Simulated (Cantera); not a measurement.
Charge: 1 mol B, 9.1 mol O2, held at 1548.15 K.

Cantera equilibrium calculation (NASA polynomials, part measured and part estimated; ideal gas, pure solids and liquids). Candidate condensed phases: B, B2O3; 10 gas species. The numbers say what is thermodynamically allowed, not how fast it happens.

Problem. At 10.0 Pa, list the 4 most abundant gas species with their mole fractions, and the condensed phases.

Solution. O2 0.939, B2O3 0.0526, BO2 0.00744, O 0.000741. Condensed: gas only.
